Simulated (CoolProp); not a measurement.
Ethylene along the isobar 3.01 MPa: density (kg/m³) from the reference equation and from simpler models built on Tc = 282.4 K, pc = 5.042 MPa, ω = 0.087; each cubic takes its own stable root.

Model: reference Helmholtz-energy equation of state, Smukala 2000, in CoolProp.

| T (K) | phase | reference |
|---|---|---|
| 179.3 | liquid | 556.5 |
| 197.8 | liquid | 528.8 |
| 216.3 | liquid | 498.2 |
| 234.8 | liquid | 462.6 |
| 253.3 | liquid | 416.5 |
| 271.8 | gas | 52.53 |
| 290.3 | gas | 44.63 |
| 308.8 | gas | 39.59 |
| 327.3 | gas | 35.91 |
| 345.9 | gas | 33.02 |
| 364.4 | gas | 30.68 |
| 382.9 | gas | 28.71 |
| 401.4 | gas | 27.02 |

Q: How far does each simpler model (Redlich-Kwong, Soave-Redlich-Kwong) lie from the reference over these 13 states: mean and median of the absolute difference, and the worst?

A: 
- Redlich-Kwong: mean 3.0 %, median 0.6 %, worst -12.1 % at 253.3 K and 3.01 MPa
- Soave-Redlich-Kwong: mean 2.5 %, median 0.3 %, worst -10.6 % at 253.3 K and 3.01 MPa
